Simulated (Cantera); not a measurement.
## Premixed flame

A freely propagating, adiabatic, planar premixed flame of 52.2 % H₂, 10.0 % O₂, 37.8 % N₂, unburnt at 525 K and 5850 Torr; mixture-averaged transport, grid criteria slope 0.08 and curve 0.16, no radiation.

Computed with Cantera and the H2/O2 subset of GRI-Mech 3.0, which has no nitrogen chemistry. The hydrogen kinetics of GRI-Mech 3.0 are dated; newer H2 mechanisms differ, most at raised pressure. Burning velocities carry a grid error of a few per cent, more on coarse grids.

```tsv
z (mm)	T (K)	u (m/s)	x H₂	x O₂	x O	x H	x H₂O	x OH
-0.103	525	5.73	0.522	0.100	<1e-8	<1e-8	<1e-8	<1e-8
-0.0687	525	5.73	0.522	0.100	<1e-8	<1e-8	1.74e-7	<1e-8
-0.0515	525	5.74	0.522	0.100	<1e-8	<1e-8	2.17e-6	<1e-8
-0.0343	530	5.77	0.521	0.101	7.47e-8	<1e-8	4.94e-5	<1e-8
-0.0172	635	6.74	0.504	0.101	1.17e-5	8.48e-5	0.00484	5.31e-5
-0.00858	940	9.67	0.469	0.0911	0.000162	0.00281	0.0351	0.000564
0	1308	13.2	0.419	0.0647	0.000684	0.0132	0.0936	0.000998
0.00858	1566	15.7	0.374	0.0336	0.000902	0.0258	0.154	0.00148
0.0172	1706	17.1	0.349	0.0141	0.000588	0.0323	0.191	0.00160
0.0343	1823	18.2	0.337	0.00231	0.000187	0.0318	0.214	0.00151
0.0687	1905	18.9	0.340	0.000145	7.07e-5	0.0239	0.219	0.00128
0.137	1969	19.4	0.345	1.15e-5	3.04e-5	0.0154	0.221	0.000924
0.275	2014	19.8	0.349	3.44e-6	1.10e-5	0.00899	0.222	0.000585
```
x: mole fraction of selected species; z is measured from the peak of heat release.

```json
{
 "laminar_burning_velocity": "573 cm/s",
 "thermal_thickness": "0.0343 mm",
 "peak x(O)": "0.000921",
 "peak x(H)": "0.0334",
 "peak x(OH)": "0.00160",
 "grid_points": "117"
}
```
